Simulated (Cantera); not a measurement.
A freely propagating, adiabatic, planar premixed flame of H₂ : O₂ : N₂ = 1 : 0.385 : 1.45 (molar parts), unburnt at 350 K and 0.310 bar; mixture-averaged transport, grid criteria slope 0.08 and curve 0.16, no radiation.

Detailed kinetics in Cantera: the H2/O2 subset of GRI-Mech 3.0, which has no nitrogen chemistry. Burning velocities carry a grid error of a few per cent, more on coarse grids.

### Question
Predict: laminar burning velocity; thermal thickness; peak x(H₂O₂); peak x(H); peak x(OH).

### Answer
laminar burning velocity: 326 cm/s
thermal thickness: 1.74 mm
peak x(H₂O₂): 5.67e-5
peak x(H): 0.0868
peak x(OH): 0.0120
